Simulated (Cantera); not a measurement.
Input: 1 mol CuO, 5 mol CH4, 0.44 mol H2, equilibrated at 1175 K and 34.0 Pa.

These are equilibrium values from Cantera (NASA tables, ideal gas, pure condensed phases), not measurements of a reactor. Candidate condensed phases: C, C6H6, C7H8, C8H18, Cu, CuO, Cu(OH)2, Cu2O, H2O; 113 gas species. The numbers say what is thermodynamically allowed, not how fast it happens.

Base state: H2 0.913, CO 0.0874, Cu 1.78e-5 (mole fractions); condensed: C(graphite) + Cu(s).

### Question
What changes in the equilibrium state with this change: CH4 from 5 to 0.43 mol?

### Answer
```csv
species,before,after
H2,0.913,0.494
H2O,9.40e-7,0.258
CO,0.0874,0.177
CO2,7.04e-8,0.0719
Cu,1.78e-5,1.78e-5
"C(graphite), mol",4.00,0
"Cu(s), mol",1.000,1.000
```

### Question
What changes in the equilibrium state with this change: temperature from 1175 K to 2098 K?

### Answer
| species | before | after |
|---|---|---|
| H2 | 0.913 | 0.709 |
| H | 6.35e-6 | 0.141 |
| CO | 0.0874 | 0.0747 |
| Cu | 1.78e-5 | 0.0747 |
| C2H2 (acetylene) | 5.81e-8 | 0.00101 |
| C(graphite), mol | 4.00 | 3.97 |
| Cu(s), mol | 1.000 | 0 |

### Question
What changes in the equilibrium state with this change: CuO replaced by TiO2?

### Answer
| species | before | after |
|---|---|---|
| H2 | 0.913 | 0.839 |
| CO | 0.0874 | 0.161 |
| Cu | 1.78e-5 | 0 |
| C(graphite), mol | 4.00 | 2.00 |
| Cu(s), mol | 1.000 | 0 |
| TiC(s), mol | 0 | 1.00 |
TiC: taken at fixed stoichiometry. Further candidate phases: Ti, TiC, TiO, TiO2, Ti2O3, Ti3O5, Ti4O7.
